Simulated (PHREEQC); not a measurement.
Dissolve 0.0011 mol/kgw HF, 0.00022 mol/kgw H2SiF6, 0.091 mol/kgw H3PO4 and 3.6e-05 mol/kgw HNO3 at 25 °C. Closed to the air; pH follows from the charge balance.

The numbers come from PHREEQC with the ion-association model, wateq4f.dat.

Precipitation was switched off in this run.

Question: What pH, ionic strength does the model give?

Answer: pH 1.67; ionic strength 0.0245 mol/kgw.

Question: In which forms is P present?

Answer: H3PO4 73 %, H2PO4- 27 % of the P.

Saturation is exceeded, for instance for Quartz (slow to form); the values hold only as long as no solid forms. Species that the database lacks are ignored. H3PO4, which wateq4f.dat lacks, is added to it with the constant of phreeqc.dat. SiF6-2 is the database's only silicon fluoride.
